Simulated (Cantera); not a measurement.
A closed system holds: 1 mol MgO, 1.1 mol HBr, at 1602 °C and 1.33 mbar.

Equilibrium computed with Cantera from the NASA thermochemical tables; the gas is ideal and each condensed phase is pure. Candidate condensed phases: Br₂, H₂O, Mg, MgBr₂, MgO, Mg(OH)₂; 20 gas species. Rates play no part.

Base state: Br 0.347, HBr 0.243, H₂ 0.164, H₂O 0.119, MgBr₂ 0.110, MgBr 0.00736, H 0.00727, Mg 0.00232 (mole fractions); condensed: MgO(s).

### Question
What changes in the equilibrium state with this change: temperature from 1602 °C to 575 °C?

### Answer
```csv
species,before,after
HBr,0.243,0.990
H₂O,0.119,0.00448
MgBr₂,0.110,0.00448
Br,0.347,0.000239
H₂,0.164,0.000277
MgBr,0.00736,<1e-9
H,0.00727,<1e-9
Mg,0.00232,<1e-9
OH,0.000412,<1e-9
MgOH,2.04e-5,<1e-9
"MgO(s), mol",0.839,0.995
```
